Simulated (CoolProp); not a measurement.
Vapour pressure (MPa) of toluene: the reference equation beside estimates from Tc = 591.7 K, pc = 4.126 MPa, ω = 0.266.

Values from CoolProp's reference Helmholtz-energy equation of state, Lemmon 2006. It is a short technical equation, of lower accuracy than the large ones.

```
T (K)  reference  Lee-Kesler  Redlich-Kwong
-----  ---------  ----------  -------------
332.3    0.01792     0.01718        0.04068
344.2    0.02826           ?        0.06053
356.2    0.04314     0.04196        0.08741
368.2    0.06375     0.06244         0.1226
380.2    0.09152           ?         0.1674
392.2     0.1281      0.1270         0.2235
404.1          ?      0.1740         0.2918
416.1     0.2340      0.2341         0.3748
428.1     0.3076      0.3089         0.4736
440.1     0.3978      0.4005         0.5897
452.1          ?      0.5111         0.7246
464       0.6355      0.6417         0.8784
```

Problem. Fill in the missing entries.

Solution. 
- 344.2, Lee-Kesler: 0.02729
- 380.2, Lee-Kesler: 0.09022
- 404.1, reference: 0.1746
- 452.1, reference: 0.5067

Absolute difference from the reference over all 12 rows, mean and median: Lee-Kesler 1.5 and 0.9 %, Redlich-Kwong 75.4 and 70.8 %.
